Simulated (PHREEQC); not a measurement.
Solution (25 °C): 8e-05 mol/kgw Ca(HCO3)2. Closed to the air; pH follows from the charge balance.

All values are PHREEQC results (ion-association model, wateq4f.dat), not measurements.

| quantity | before | after |
|---|---|---|
| pH | 8.13 | 8.19 |
| CO2 (mol/kgw) | 2.54e-6 | 1.09e-5 |
| CO3-2 (mol/kgw) | 1.05e-6 | 6.28e-6 |

### Question
Name the change that produced these shifts.
A) Ca(HCO3)2 from 8e-05 to 0.0004 mol/kgw
B) 9e-06 mol/kgw HNO3 added
C) Ca(HCO3)2 from 8e-05 to 0.00016 mol/kgw
D) Ca(HCO3)2 replaced by CO2 at the same molality
E) Ca(HCO3)2 from 8e-05 to 1.6e-05 mol/kgw

### Answer
A, Ca(HCO3)2 from 8e-05 to 0.0004 mol/kgw

This is a speciation only: nothing precipitates in the calculation.
